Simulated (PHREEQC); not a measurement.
Make-up at 20 °C: 0.02 mol NH3, 7.5e-05 mol H3BO3 and 0.0037 mol Na2CO3 per kg of water. Closed to the air; pH follows from the charge balance.

Model: ion-association model, phreeqc.dat, run in PHREEQC.

Each row changes one thing in this solution. Precipitation was switched off in this run.

```json
[
 {"case": "as made", "pH": "11.06", "ionic strength (mol/kgw)": "0.0107", "H3BO3 (mol/kgw)": "1.11e-6"},
 {"case": "NH3 left out", "pH": "10.88", "ionic strength (mol/kgw)": "0.0100", "H3BO3 (mol/kgw)": "1.64e-6"},
 {"case": "Na2CO3 from 0.0037 to 0.00185 mol/kgw", "pH": "(withheld)", "ionic strength (mol/kgw)": "0.00568", "H3BO3 (mol/kgw)": "1.30e-6"},
 {"case": "NH3 from 0.02 to 0.002 mol/kgw", "pH": "(withheld)", "ionic strength (mol/kgw)": "0.0101", "H3BO3 (mol/kgw)": "1.55e-6"},
 {"case": "NH3 from 0.02 to 0.1 mol/kgw", "pH": "(withheld)", "ionic strength (mol/kgw)": "0.0118", "H3BO3 (mol/kgw)": "6.20e-7"},
 {"case": "temperature from 20 to 60 °C", "pH": "(withheld)", "ionic strength (mol/kgw)": "0.00873", "H3BO3 (mol/kgw)": "4.44e-6"},
 {"case": "H3BO3 from 7.5e-05 to 8.25e-05 mol/kgw", "pH": "11.06", "ionic strength (mol/kgw)": "0.0107", "H3BO3 (mol/kgw)": "1.22e-6"},
 {"case": "temperature from 20 to 25 °C", "pH": "10.92", "ionic strength (mol/kgw)": "0.0105", "H3BO3 (mol/kgw)": "1.38e-6"},
 {"case": "Na2CO3 left out", "pH": "10.90", "ionic strength (mol/kgw)": "0.000632", "H3BO3 (mol/kgw)": "1.71e-6"}
]
```

**Question.** What belongs in the gaps?

**Answer.** 
- Na2CO3 from 0.0037 to 0.00185 mol/kgw, pH: 11.00
- NH3 from 0.02 to 0.002 mol/kgw, pH: 10.91
- NH3 from 0.02 to 0.1 mol/kgw, pH: 11.31
- temperature from 20 to 60 °C, pH: 10.15

Species that the database lacks are ignored. Away from 25 °C the constants follow the database's enthalpies or fits; those with neither stay at their 25 °C values.
